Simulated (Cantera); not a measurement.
Ti + H2O + CO (metals in furnace atmospheres)

A closed system holds: 1 mol Ti, 0.67 mol H2O, 3.2 mol CO, equilibrated at 902 °C and 41.0 Pa.

Cantera equilibrium calculation (NASA polynomials, part measured and part estimated; ideal gas, pure solids and liquids). Candidate condensed phases: C, C6H6, C7H8, C8H18, H2O, Ti, TiC, TiO, TiO2, Ti2O3, Ti3O5, Ti4O7; 113 gas species. Mutual solubility and eutectic melting of coexisting phases are not modelled. TiC: taken at fixed stoichiometry. Rates play no part.

```yaml
x(CO): 0.811
x(H2): 0.189
x(CO2): 1.26e-5
x(H2O): 3.76e-6
x(H): 2.63e-6
n(TiC(s)): 0.332 mol
n(Ti2O3(s)): 0.334 mol
gas_amount: 3.538 mol
log10 activity of Ti3O5(s) (absent): -0.06
log10 activity of C(graphite) (absent): -0.24
log10 activity of Ti4O7(s) (absent): -0.34
```
